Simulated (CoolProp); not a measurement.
A simple Rankine cycle with n-hexane: condensing at 316.15 K, boiler at 0.161 MPa, turbine inlet 507.5 K, turbine efficiency 0.75, pump efficiency 0.8, no recuperator. Each further row changes one setting.

Computed with CoolProp (reference Helmholtz-energy equation of state, Thol 2019).

| case | thermal efficiency (%) | net work (kJ/kg) | heat in (kJ/kg) | turbine exit temperature (K) | volume ratio over the turbine |
|---|---|---|---|---|---|
| as stated | 6.2 | [?] | 768 | [?] | 3.75 |
| turbine inlet 527.5 K | [?] | 49.5 | 821 | 507.6 | 3.75 |
| condensing temperature 308.15 K | 7.4 | 58.2 | 787 | 483.3 | [?] |
| boiler pressure 0.113 MPa | 4.6 | [?] | [?] | [?] | 2.65 |
| turbine efficiency 0.65 | 5.4 | 41.1 | 768 | [?] | 3.77 |

Task: Some entries are withheld; supply them.

Result: 
- as stated, net work (kJ/kg): 47.5
- as stated, turbine exit temperature (K): 487.7
- turbine inlet 527.5 K, thermal efficiency (%): 6.0
- condensing temperature 308.15 K, volume ratio over the turbine: 5.08
- boiler pressure 0.113 MPa, net work (kJ/kg): 35.4
- boiler pressure 0.113 MPa, heat in (kJ/kg): 769
- boiler pressure 0.113 MPa, turbine exit temperature (K): 493.0
- turbine efficiency 0.65, turbine exit temperature (K): 490.3
